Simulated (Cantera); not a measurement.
Standard-state values (1 bar) from the NASA 1993 polynomials, evaluated with Cantera. Values are per mole of reaction as written; species without (g) are pure solids or liquids, kept so even where they would boil at 1 bar.

Between 848 and 1848 K, where is each reaction favourable under standard conditions?
- 5 C₂H₂(g) + 4 Ti₃O₅ ⇌ 10 CO₂(g) + 10 H(g) + 12 Ti


- 5 C₂H₂(g) + 4 Ti₃O₅ ⇌ 10 CO₂(g) + 10 H(g) + 12 Ti: ΔG° is 5187 kJ at 848 K and 3196 kJ at 1848 K; it stays positive (K < 1). ΔH° is 6826 kJ and ΔS° 1964 J/K at 1848 K.
